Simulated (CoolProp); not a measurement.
Computed with CoolProp (reference Helmholtz-energy equation of state, de Reuck 1990).

Give the vapour pressure (kPa), liquid density (kg/m³), vapour Z of saturated fluorine at -149.45 °C.


```
T (°C)   p (kPa)  liquid density (kg/m³)  vapour Z
-------  -------  ----------------------  --------
-149.45     2000                    1170     0.742
```
